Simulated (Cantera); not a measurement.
**Premixed flame**

A freely propagating, adiabatic, planar premixed flame of 6.10 % C2H4, 18.3 % O2, 68.9 % N2, 6.71 % CO2, equivalence ratio 1.0, unburnt at 598 K and 1280 Torr; mixture-averaged transport, grid criteria slope 0.08 and curve 0.16, no radiation.

Detailed kinetics in Cantera: GRI-Mech 3.0 (53 species, 325 reactions). GRI-Mech 3.0 was tuned for natural gas; its chemistry of ethylene as a main component is partial and can be far from experiment. Burning velocities carry a grid error of a few per cent, more on coarse grids.

| z (mm) | T (K) | u (m/s) | x C2H4 | x O2 | x NO2 | x HO2 | x OH | x CO2 |
|---|---|---|---|---|---|---|---|---|
| -0.510 | 598 | 1.82 | 0.0610 | 0.183 | <1e-8 | 7.39e-8 | <1e-8 | 0.0671 |
| -0.340 | 598 | 1.82 | 0.0609 | 0.183 | <1e-8 | 1.66e-6 | <1e-8 | 0.0670 |
| -0.255 | 600 | 1.82 | 0.0608 | 0.182 | <1e-8 | 9.86e-6 | 2.12e-8 | 0.0669 |
| -0.170 | 613 | 1.87 | 0.0604 | 0.181 | <1e-8 | 7.07e-5 | 5.15e-7 | 0.0668 |
| -0.0849 | 814 | 2.52 | 0.0526 | 0.163 | 7.84e-8 | 0.000706 | 7.77e-5 | 0.0670 |
| -0.0425 | 1200 | 3.77 | 0.0330 | 0.127 | 4.06e-8 | 0.000864 | 0.000612 | 0.0705 |
| 0 | 1605 | 5.13 | 0.00972 | 0.0831 | <1e-8 | 0.000352 | 0.00210 | 0.0785 |
| 0.0425 | 1825 | 5.87 | 0.000952 | 0.0546 | <1e-8 | 6.48e-5 | 0.00483 | 0.0892 |
| 0.0849 | 1897 | 6.09 | 3.48e-5 | 0.0417 | <1e-8 | 1.87e-5 | 0.00706 | 0.0997 |
| 0.170 | 1957 | 6.24 | 3.13e-8 | 0.0333 | <1e-8 | 1.18e-5 | 0.00850 | 0.114 |
| 0.340 | 2033 | 6.44 | <1e-8 | 0.0285 | <1e-8 | 8.65e-6 | 0.00887 | 0.125 |
| 0.680 | 2120 | 6.68 | <1e-8 | 0.0249 | <1e-8 | 5.95e-6 | 0.00852 | 0.133 |
| 1.36 | 2210 | 6.92 | <1e-8 | 0.0210 | 1.49e-8 | 3.81e-6 | 0.00767 | 0.141 |
x: mole fraction of selected species; z is measured from the peak of heat release.

```yaml
laminar_burning_velocity: 181 cm/s
thermal_thickness: 0.170 mm
peak x(HO2): 0.000898
peak x(OH): 0.00887
grid_points: 148
```
